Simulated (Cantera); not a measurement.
A Cantera script and what it prints.

```python
import numpy as np
import cantera as ct

gas_names = """
    Br Br2 H HBr H2 Si SiBr SiBr2 SiBr3 SiBr4 SiH SiHBr3 SiH2 SiH2Br2 SiH3 SiH3Br SiH4 Si2 Si3
""".split()
cond_names = """
    Br2(cr) Br2(L) Si(cr) Si(L)
""".split()


# ... load() reads the species with a 1 bar reference pressure and builds the phases ...
atoms = {
    'Si': {'Si': 1},
    'Br2': {'Br': 2},
    'H2': {'H': 2},
}
top_T = {}  # K; cautious upper limits of use, not melting points


# ... equilibrate(T, P, feed) seeds the gas with the atoms and calls Mixture.equilibrate('TP', solver="vcs", rtol=1e-11, max_steps=5000) ...
results = []
feed = {'Si': 1, 'Br2': 0.56, 'H2': 6.2}  # mol
P = 10000  # Pa
for T in [548, 698, 848, 998, 1148, 1298, 1448, 1598, 1748]:
    mix = equilibrate(T, P, feed)
    results.append((T, P, feed, dict(zip(mix.species_names, mix.species_moles))))

top = {s: max(r[3][s] / sum(r[3][g] for g in gas_names) for r in results) for s in gas_names}
cols = sorted((s for s in top if top[s] > 1e-06), key=lambda s: -top[s])[:8]
seen = [c for c in cond_names if any(r[3].get(c, 0) > 1e-12 for r in results)]
print("log10 of partial pressures in bar; condensed amounts in mol")
print(f"{'T/K':>10s}" + "".join(f"{s[:9]:>10s}" for s in cols + seen))
for T, P, feed, n in results:
    ng = sum(n[g] for g in gas_names)
    print(f"{T:10.4g}" + "".join(f"{np.log10(max(n[s] / ng * P / 1e5, 1e-99)):10.3f}" for s in cols)
          + "".join(f"{n.get(c, 0):10.4g}" for c in seen))
```

Result:

```
log10 of partial pressures in bar; condensed amounts in mol
       T/K        H2       HBr     SiBr4     SiBr2    SiHBr3        Br     SiBr3         H    Si(cr)     Si(L)
       548    -1.020    -5.316    -2.387   -10.512    -3.546   -16.717    -9.026   -18.660    0.7152         0
       698    -1.020    -3.970    -2.397    -7.377    -3.427   -12.294    -6.807   -14.154    0.7151         0
       848    -1.022    -3.115    -2.421    -5.376    -3.372    -9.439    -5.394   -11.232    0.7246         0
       998    -1.030    -2.540    -2.498    -4.019    -3.384    -7.456    -4.457    -9.182    0.7558         0
      1148    -1.045    -2.168    -2.737    -3.116    -3.536    -6.035    -3.907    -7.667    0.7993         0
      1298    -1.059    -2.003    -3.389    -2.664    -4.005    -5.058    -3.838    -6.500    0.8096         0
      1448    -1.062    -1.985    -4.369    -2.543    -4.721    -4.398    -4.134    -5.567    0.7971         0
      1598    -1.062    -1.998    -5.279    -2.506    -5.386    -3.889    -4.462    -4.805    0.7859         0
      1748    -1.063    -2.000    -6.049    -2.515    -5.962    -3.458    -4.762    -4.173         0    0.7899
```

Equilibrium computed with Cantera from the NASA thermochemical tables; the gas is ideal and each condensed phase is pure. The tables' values for SiBr3, SiBr are old estimates; treat these amounts as uncertain. Gases not in the tables: Si2H6 and higher silanes.
